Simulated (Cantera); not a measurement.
A Cantera script and what it prints.

```python
import numpy as np
import cantera as ct

gas_names = """
    H H2 N NH NH2 NH3 N2 N2H2 N2H4 Si SiH SiH2 SiH3 SiH4 SiN Si2 Si2N Si3
""".split()
cond_names = """
    Si(cr) Si(L) Si3N4(a)
""".split()


# ... load() reads the species with a 1 bar reference pressure and builds the phases ...
atoms = {
    'Si3N4': {'Si': 3, 'N': 4},
    'H2': {'H': 2},
}
top_T = {'Si3N4(a)': 2400}  # K; cautious upper limits of use, not melting points


# ... equilibrate(T, P, feed) seeds the gas with the atoms and calls Mixture.equilibrate('TP', solver="vcs", rtol=1e-11, max_steps=5000) ...
results = []
feed = {'Si3N4': 1, 'H2': 39}  # mol
P = 133.322  # Pa
for T in [973, 998, 1023, 1048, 1073, 1098, 1123, 1148, 1173, 1198, 1223]:
    mix = equilibrate(T, P, feed)
    results.append((T, P, feed, dict(zip(mix.species_names, mix.species_moles))))

top = {s: max(r[3][s] / sum(r[3][g] for g in gas_names) for r in results) for s in gas_names}
cols = sorted((s for s in top if top[s] > 1e-06), key=lambda s: -top[s])[:7]
seen = [c for c in cond_names if any(r[3].get(c, 0) > 1e-12 for r in results)]
print("log10 of partial pressures in bar; condensed amounts in mol")
print(f"{'T/K':>10s}" + "".join(f"{s[:9]:>10s}" for s in cols + seen))
for T, P, feed, n in results:
    ng = sum(n[g] for g in gas_names)
    print(f"{T:10.4g}" + "".join(f"{np.log10(max(n[s] / ng * P / 1e5, 1e-99)):10.3f}" for s in cols)
          + "".join(f"{n.get(c, 0):10.4g}" for c in seen))
```

Result:

```
log10 of partial pressures in bar; condensed amounts in mol
       T/K        H2        N2         H    Si(cr)  Si3N4(a)
       973    -2.875   -11.328   -10.404 1.865e-07         1
       998    -2.875   -10.826   -10.105 6.329e-07         1
      1023    -2.875   -10.349    -9.821 1.939e-06         1
      1048    -2.875    -9.895    -9.550  5.56e-06         1
      1073    -2.875    -9.462    -9.291  1.51e-05         1
      1098    -2.875    -9.049    -9.044 3.913e-05         1
      1123    -2.875    -8.655    -8.808 9.704e-05         1
      1148    -2.875    -8.278    -8.582 0.0002312    0.9999
      1173    -2.875    -7.917    -8.366 0.0005304    0.9998
      1198    -2.875    -7.572    -8.159  0.001175    0.9996
      1223    -2.875    -7.241    -7.959  0.002517    0.9992
```

Method: chemical equilibrium by Gibbs-energy minimisation in Cantera with the NASA 1993 tables (ideal gas, pure condensed phases). Mutual solubility and eutectic melting of coexisting phases are not modelled.
